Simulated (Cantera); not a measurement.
An isothermal plug-flow reactor at 900 K and 0.520 bar (inlet), inlet velocity 0.13 m/s, active area per volume 440 1/m; feed CO : O₂ : N₂ : H₂O = 0.025 : 0.099 : 0.79 : 0.057 (molar parts), equivalence ratio 0.13.

Computed with Cantera and Deutschmann's 1995 Pt surface mechanism with GRI-Mech 3.0 gas chemistry. Catalytic surfaces can have several steady states; this one follows from the mechanism file's or the stated starting coverage. Mass transfer to the wall is taken as infinitely fast.

### Question
What does this change do: temperature 900 to 548 K?

### Answer
```csv
quantity,before,after
x(CO) at z = 0.023 m,<1e-12,0.0250
x(O₂) at z = 0.023 m,0.0902,0.102
x(H₂O) at z = 0.023 m,0.0595,0.0587
x(CO₂) at z = 0.023 m,0.0261,0.000713
θ(free Pt) at the exit,0.128,0.00224
θ(O*) at the exit,0.868,0.00403
```
